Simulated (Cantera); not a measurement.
Cantera run:

```python
import numpy as np
import cantera as ct

gas_names = """
    Fe FeO Fe(OH)2 H HO2 H2 H2O H2O2 O OH O2 O3
""".split()
cond_names = """
    Fe(a) Fe(c) Fe(d) Fe(L) FeO(s) FeO(L) Fe(OH)2(s) Fe(OH)3(s) Fe2O3(s) Fe3O4(s) H2O(s) H2O(L)
""".split()


def load(file, names, dense=False):
    # The tables refer to 1 bar. Condensed volumes are neglected.
    table = {s.name: s for s in ct.Species.list_from_file(file)}
    out = []
    for n in names:
        d = dict(table[n].input_data)
        d["thermo"] = dict(d["thermo"], **{"reference-pressure": 1e5})
        if dense:
            d["equation-of-state"] = {"model": "constant-volume", "density": "1e6 g/cm^3"}
        out.append(ct.Species.from_dict(d))
    return out


gas = ct.Solution(thermo="ideal-gas", species=load("nasa_gas.yaml", gas_names))
cond = {s.name: ct.Solution(thermo="fixed-stoichiometry", species=[s], name=s.name)
        for s in load("nasa_condensed.yaml", cond_names, dense=True)}
atoms = {
    'Fe': {'Fe': 1},
    'O2': {'O': 2},
    'H2': {'H': 2},
}
top_T = {'Fe2O3(s)': 1830, 'Fe3O4(s)': 1870}  # K; cautious upper limits of use, not melting points


def equilibrate(T, P, feed):
    n = {}
    for name, mol in feed.items():
        for a, k in atoms[name].items():
            n[a] = n.get(a, 0.0) + k * mol
    gas.TPX = T, P, n
    mass = sum(n.values()) * gas.mean_molecular_weight
    gas.equilibrate("TP")
    valid = [c for c in cond.values() if c.min_temp <= T <= top_T.get(c.name, c.max_temp)]
    mix = ct.Mixture([(gas, mass / gas.mean_molecular_weight)] + [(c, 0.0) for c in valid])
    mix.T, mix.P = T, P
    mix.equilibrate("TP", solver="vcs", rtol=1e-11, max_steps=5000)
    return mix


results = []
feed = {'Fe': 1, 'O2': 0.0011, 'H2': 3.2}  # mol
T = 923  # K
P = 62000  # Pa
mix = equilibrate(T, P, feed)
results.append((T, P, feed, dict(zip(mix.species_names, mix.species_moles))))
x = sorted(zip(gas.X, gas.species_names), reverse=True)
print(f"T = {T:g} K  P = {P:g} Pa  gas = {mix.phase_moles(0):.4g} mol")
print("   x: " + "  ".join(f"{s} {v:.3e}" for v, s in x if v > 1e-05))
print("   condensed (mol): " + ("  ".join(f"{mix.phase(i).name} {mix.phase_moles(i):.4g}"
      for i in range(1, mix.n_phases) if mix.phase_moles(i) > 1e-12) or "none"))
```

Output:

```
T = 923 K  P = 62000 Pa  gas = 3.2 mol
   x: H2 9.993e-01  H2O 6.875e-04
   condensed (mol): Fe(a) 1
```

Method: chemical equilibrium by Gibbs-energy minimisation in Cantera with the NASA 1993 tables (ideal gas, pure condensed phases).
